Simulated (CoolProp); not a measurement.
A simple Rankine cycle with R11: condensing at 318.15 K, boiler at 0.652 MPa, turbine inlet 402.5 K, turbine efficiency 0.7, pump efficiency 0.7, no recuperator. Each further row changes one setting.

Computed with CoolProp (reference Helmholtz-energy equation of state, Jacobsen 1992).

```csv
case,thermal efficiency (%),net work (kJ/kg),heat in (kJ/kg),turbine exit temperature (K),volume ratio over the turbine
as stated,7.7,17.1,222,367.7,3.10
turbine inlet 422.5 K,7.7,[?],235,[?],3.08
condensing temperature 310.15 K,9.0,[?],[?],[?],[?]
boiler pressure 0.456 MPa,5.5,12.3,224,378.9,2.17
turbine efficiency 0.6,6.6,[?],222,371.6,[?]
```

Problem. Complete the blanks.

Solution. 
- turbine inlet 422.5 K, net work (kJ/kg): 18.2
- turbine inlet 422.5 K, turbine exit temperature (K): 387.3
- condensing temperature 310.15 K, net work (kJ/kg): 20.6
- condensing temperature 310.15 K, heat in (kJ/kg): 229
- condensing temperature 310.15 K, turbine exit temperature (K): 361.2
- condensing temperature 310.15 K, volume ratio over the turbine: 3.93
- turbine efficiency 0.6, net work (kJ/kg): 14.6
- turbine efficiency 0.6, volume ratio over the turbine: 3.14
